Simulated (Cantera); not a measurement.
Charge: 1 mol C2F6, 0.021 mol CH4, held at 1.90 Pa.

Cantera equilibrium calculation (NASA polynomials, part measured and part estimated; ideal gas, pure solids and liquids). Candidate condensed phases: C, C6H6, C7H8, C8H18; 95 gas species. The feed counts by its element totals alone. Gases not in the tables: C2F6 and larger saturated fluorocarbons. Kinetics and transport are ignored. All values below are at 1675 °C.

Base state: F 0.785, CF2 0.182, HF 0.0171, CF4 0.0122, CF 0.00280, CF3 0.00113 (mole fractions); condensed: C(graphite).

What changes in the equilibrium state with this change: pressure from 1.90 Pa to 3500 Pa?


```csv
species,before,after
CF4,0.0122,0.899
HF,0.0171,0.0524
CF2,0.182,0.0363
F,0.785,0.00817
CF,0.00280,2.91e-5
CF3,0.00113,0.00432
"C(graphite), mol",1.05,0.514
```
